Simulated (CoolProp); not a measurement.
Aqueous potassium formate as a coolant, at 15 °C, 1 atm.

Model: Melinder's fits for secondary coolants, in CoolProp.

| mass % | freezing point (°C) | cp (kJ/(kg K)) | Prandtl number | conductivity (W/(m K)) | viscosity (mPa s) |
|---|---|---|---|---|---|
| 1.1 | ___ | 4.145 | 8.23 | 0.587 | 1.17 |
| 5.4 | -2.5 | 3.979 | ___ | 0.579 | 1.25 |
| 9.6 | -4.7 | 3.822 | ___ | ___ | 1.32 |
| 13.9 | -7.3 | 3.666 | 9.02 | 0.564 | ___ |
| 18.1 | -10.2 | 3.517 | 9.33 | 0.557 | 1.48 |
| 22.4 | -13.6 | 3.372 | 9.78 | 0.549 | 1.59 |
| 26.6 | -17.5 | 3.237 | ___ | 0.542 | 1.72 |
| 30.9 | -22.2 | 3.108 | 10.9 | 0.533 | 1.87 |
| 35.1 | -27.6 | 2.992 | 11.5 | 0.523 | 2.02 |
| 39.4 | -34.0 | 2.883 | 12.3 | ___ | 2.19 |
| 43.6 | -41.3 | 2.784 | 13.6 | 0.501 | 2.45 |

Q: Some entries are withheld; supply them.

A: 
- 1.1, freezing point (°C): -0.5
- 5.4, Prandtl number: 8.62
- 9.6, Prandtl number: 8.81
- 9.6, conductivity (W/(m K)): 0.571
- 13.9, viscosity (mPa s): 1.39
- 26.6, Prandtl number: 10.3
- 39.4, conductivity (W/(m K)): 0.513
